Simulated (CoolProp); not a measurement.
C3F8 (R218) along the isobar 52.3 bar: density (kg/m³) from the reference equation and from simpler models built on Tc = 345.0 K, pc = 26.40 bar, ω = 0.317; each cubic takes its own stable root.

The numbers come from the reference Helmholtz-energy equation of state, Lemmon 2006 in CoolProp. It is a short technical equation, of lower accuracy than the large ones.

```
T (K)          phase   reference  van der Waals  Redlich-Kwong  Soave-Redlich-Kwong  Peng-Robinson
-----  -------------  ----------  -------------  -------------  -------------------  -------------
159.1         liquid        1899           1183           1740                 1776           1993
190.3         liquid        1794           1136           1655                 1702           1914
221.5         liquid        1687           1084           1558                 1613     (withheld)
252.7         liquid        1574     (withheld)           1447                 1506           1699
283.9         liquid        1448          963.1           1319                 1374           1550
315.1         liquid        1298          889.2     (withheld)                 1205     (withheld)
346.4  supercritical  (withheld)          800.2          979.5                977.0     (withheld)
377.6  supercritical       757.1     (withheld)          739.6                665.3          716.2
408.8  supercritical       474.1          548.3          513.2                443.7          469.8
440    supercritical       365.5          426.8     (withheld)                348.9          366.4
```

Question: Some entries are withheld; supply them.

Answer: 
- 221.5, Peng-Robinson: 1817
- 252.7, van der Waals: 1027
- 315.1, Redlich-Kwong: 1167
- 315.1, Peng-Robinson: 1355
- 346.4, reference: 1095
- 346.4, Peng-Robinson: 1085
- 377.6, van der Waals: 687.9
- 440, Redlich-Kwong: 394.7
